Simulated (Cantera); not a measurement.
Input (Python, Cantera) and output of one run.

```python
import numpy as np
import cantera as ct

gas_names = """
    N2O NO2
""".split()
cond_names = """
    Cr(cr) Cr(L) Cr2N(s)
""".split()


# ... load() reads the species with a 1 bar reference pressure and builds the phases ...
species = {s.name: s for s in load("nasa_gas.yaml", gas_names) + load("nasa_condensed.yaml", cond_names)}
# Each term lists the table entries of one substance; the one whose range holds T is used.
reactions = {
    '6 Cr + 2 N2O(g) = NO2(g) + 3 Cr2N':
        [(-6, ['Cr(cr)', 'Cr(L)']), (-2, ['N2O']), (1, ['NO2']), (3, ['Cr2N(s)'])],
}


def pick(names, T):
    return next(species[n] for n in names if species[n].thermo.min_temp <= T <= species[n].thermo.max_temp)


results = []
for label, terms in reactions.items():
    print(label)
    print("     T/K   dH/kJ  dS/(J/K)   dG/kJ   log10 K")
    for T in [300, 1075, 1150, 1225, 1300, 1375, 1450, 1525]:
        used = [(nu, pick(names, T)) for nu, names in terms]
        dH = sum(nu * s.thermo.h(T) for nu, s in used) / 1e6
        dS = sum(nu * s.thermo.s(T) for nu, s in used) / 1e3
        dG = dH - T * dS / 1e3
        logK = -dG * 1e6 / (ct.gas_constant * T * np.log(10))
        results.append((label, T, dH, dS, dG, logK, [s.name for _, s in used]))
        print(f"{T:8g} {dH:8.1f} {dS:8.1f} {dG:8.1f} {logK:8.2f}")
```

Result:

```
6 Cr + 2 N2O(g) = NO2(g) + 3 Cr2N
     T/K   dH/kJ  dS/(J/K)   dG/kJ   log10 K
     300   -505.6   -146.7   -461.6    80.36
    1075   -488.1   -118.2   -361.0    17.54
    1150   -486.6   -116.9   -352.2    16.00
    1225   -485.2   -115.8   -343.4    14.64
    1300   -484.1   -114.9   -334.8    13.45
    1375   -483.2   -114.2   -326.2    12.39
    1450   -482.6   -113.8   -317.7    11.44
    1525   -482.3   -113.5   -309.1    10.59
```

Cantera with NASA thermochemical tables; ideal gases at 1 bar, condensed phases pure. Condensed species are held in their standard states even where they would react or evaporate.
